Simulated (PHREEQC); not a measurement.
Dissolve 0.018 mol HNO3, 4.2e-05 mol H4SiO4 and 0.21 mol KH2PO4 per kg of water at 25 °C. Closed to the air; pH follows from the charge balance.

Computed with PHREEQC (ion-association model, wateq4f.dat).

```tsv
quantity	before	after
pH	3.07	3.23
H3PO4 (mol/kgw)	0.0170	0.0173
HPO4-2 (mol/kgw)	3.61e-5	8.84e-5
KHPO4- (mol/kgw)	4.11e-6	1.30e-5
SI of Quartz (SiO2)	-0.37	-0.36
```

### Question
Which change was made?
A) KH2PO4 from 0.21 to 0.315 mol/kgw
B) HNO3 replaced by Zn(NO3)2 at the same molality
C) 0.023 mol/kgw NiSO4 added
D) HNO3 from 0.018 to 0.0162 mol/kgw
E) diluted 2-fold with water

### Answer
A, KH2PO4 from 0.21 to 0.315 mol/kgw

Precipitation was switched off in this run. H3PO4, which wateq4f.dat lacks, is added to it with the constant of phreeqc.dat.
